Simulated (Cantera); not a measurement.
## Dilute partial oxidation

An isothermal, constant-pressure homogeneous reactor starts with CH₄ : O₂ : N₂ = 0.0078 : 0.0025 : 1 (molar parts), equivalence ratio 6.2, at 1525 K and 4580 Torr.

Cantera simulation using GRI-Mech 3.0 (53 species, 325 reactions); the numbers are that mechanism's predictions, not measurements. GRI-Mech 3.0 stops at C3 and has no aromatics, soot or wall deposition, so with more carbon than oxygen in the feed, carbon stays in small species such as C2H2 where larger ones or solid carbon would form.

```
t (s)        x CH₄     x O₂    x C₂H₆      x NO    x C₂H₄
--------  --------  -------  --------  --------  --------
6.00e-6    0.00772  0.00247  1.08e-11    <1e-12    <1e-12
2.95e-5    0.00772  0.00247   1.62e-9    <1e-12  1.70e-10
0.000145   0.00772  0.00247   1.85e-7    <1e-12   2.15e-8
0.000711   0.00769  0.00247   6.79e-6    <1e-12   1.20e-6
0.00349    0.00748  0.00242   5.17e-5  1.01e-11   3.25e-5
0.0172     0.00564  0.00168   8.04e-5   1.13e-9  0.000342
0.0843     0.00321  8.68e-5   6.88e-6   6.16e-9   4.92e-5
0.414      0.00203  5.88e-9   1.63e-6   1.73e-9   2.51e-5
2.04      0.000836   <1e-12   2.38e-7  4.17e-10   2.85e-5
10.0      0.000426   <1e-12   5.68e-8  2.89e-10   3.07e-5
```
x: mole fraction; the columns are a selection and need not sum to one.

Equilibrium at this temperature and pressure: CH₄ 3.43e-5, O₂ <1e-12, C₂H₆ 3.17e-10, NO <1e-12, C₂H₄ 5.25e-7 (gas phase only).
